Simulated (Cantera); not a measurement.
Mixture: CH4 : O2 : N2 : CO2 = 1 : 3.23 : 12.1 : 0.78 (molar parts), at 1100000 Pa, adiabatic and at constant volume. Ignition delay is the time to a rise of 400 K.

Cantera simulation using GRI-Mech 3.0 (53 species, 325 reactions); the numbers are that mechanism's predictions, not measurements.

**Question.** Predict: delay at 1273 K; delay at 1323 K; delay at 1373 K; delay at 1423 K; delay at 1473 K; delay at 1523 K; apparent activation energy between 1423 and 1523 K.

**Answer.** 
```
Item                                                    Result
--------------------------------------------------  ----------
delay at 1273 K                                        1.48 ms
delay at 1323 K                                       0.848 ms
delay at 1373 K                                       0.500 ms
delay at 1423 K                                       0.302 ms
delay at 1473 K                                       0.187 ms
delay at 1523 K                                       0.118 ms
apparent activation energy between 1423 and 1523 K  170 kJ/mol
```
